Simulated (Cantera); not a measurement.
Source: NASA polynomial tables (part measured, part estimated), evaluated in Cantera. Values are per mole of reaction as written; species without (g) are pure solids or liquids, kept so even where they would boil at 1 bar.

**Question.** Between 1925 and 2425 K, where is each reaction favourable under standard conditions?
- NO(g) + 2 NbO2 = N(g) + Nb2O5

**Answer.** 
- NO(g) + 2 NbO2 = N(g) + Nb2O5: ΔG° is 119 kJ at 1925 K and 122 kJ at 2425 K; it stays positive (K < 1). ΔH° is 16 kJ and ΔS° -44 J/K at 2425 K.
